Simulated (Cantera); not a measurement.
A closed system holds: 1 mol C2H2, 0.029 mol O2, 9.7 mol H2, at 750 Torr.

Cantera equilibrium calculation (NASA polynomials, part measured and part estimated; ideal gas, pure solids and liquids). Candidate condensed phases: C, C6H6, C7H8, C8H18, H2O; 110 gas species. Rates play no part. All values below are at 2200 K.

Base state: H2 0.986, H 0.00559, CO 0.00538, C2H2 (acetylene) 0.00253, CH4 0.000256, CH3 2.78e-5 (mole fractions); condensed: C(graphite).

Question: What changes in the equilibrium state with this change: O2 from 0.029 to 0.042 mol?

Answer: 
```
species             before     after
----------------  --------  --------
H2                   0.986     0.984
CO                 0.00538   0.00777
H                  0.00559   0.00559
CH4               0.000256  0.000254
CH3                2.78e-5   2.77e-5
C2H2 (acetylene)   0.00253   0.00252
C(graphite), mol      1.88      1.86
```
